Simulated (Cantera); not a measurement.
A perfectly stirred reactor is fed with C2H6 : N2 = 1 : 77 (molar parts), at 0.170 bar; it is held at 1225 K, and followed from long to short residence time.

Model: GRI-Mech 3.0 (53 species, 325 reactions), integrated in Cantera. GRI-Mech 3.0 stops at C3 and has no aromatics, soot or wall deposition, so with more carbon than oxygen in the feed, carbon stays in small species such as C2H2 where larger ones or solid carbon would form.

### Question
What does this change do: temperature 1225 to 1375 K?

### Answer
```tsv
quantity	before	after
x(C2H6) at τ = 7.00 s	0.000120	2.48e-5
x(CH2) at τ = 7.00 s	2.07e-10	3.03e-9
x(C2H) at τ = 7.00 s	2.58e-10	2.66e-9
x(CH4) at τ = 7.00 s	0.00173	0.00253
x(C2H2) at τ = 7.00 s	0.0104	0.0111
x(C2H6) at τ = 26.0 ms	0.00803	0.00171
x(CH2) at τ = 26.0 ms	6.27e-9	1.10e-7
x(C2H) at τ = 26.0 ms	6.01e-11	7.09e-9
x(CH4) at τ = 26.0 ms	0.000521	0.00247
x(C2H2) at τ = 26.0 ms	0.000356	0.00511
```
